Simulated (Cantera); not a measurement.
Input: 1 mol C₂H₂, 0.013 mol NH₃, 6.9 mol N₂, equilibrated at 2.30 mbar.

Method: chemical equilibrium by Gibbs-energy minimisation in Cantera with the NASA 1993 tables (ideal gas, pure condensed phases). Candidate condensed phases: C, C₆H₆, C₇H₈, C₈H₁₈; 92 gas species. The numbers say what is thermodynamically allowed, not how fast it happens.

x: gas mole fraction; n: condensed amount in mol.

```tsv
T (K)	x N₂	x H₂	x H	x HCN	x HNC	n C(graphite)
975	0.871	0.129	8.55e-9	1.15e-6	(withheld)	2.00
1175	0.871	0.129	9.17e-7	1.88e-5	(withheld)	2.00
1375	0.871	0.129	2.56e-5	0.000135	(withheld)	2.00
1575	0.871	0.128	0.000310	0.000584	(withheld)	2.00
1775	0.870	0.126	0.00215	0.00180	(withheld)	1.98
1975	0.865	0.121	0.00991	0.00431	(withheld)	1.96
2175	0.852	0.105	0.0330	0.00832	(withheld)	1.92
```

**Question.** Complete the blanks.

**Answer.** 
- 975, x HNC: 1.41e-9
- 1175, x HNC: 8.25e-8
- 1375, x HNC: 1.46e-6
- 1575, x HNC: 1.24e-5
- 1775, x HNC: 6.45e-5
- 1975, x HNC: 0.000234
- 2175, x HNC: 0.000633
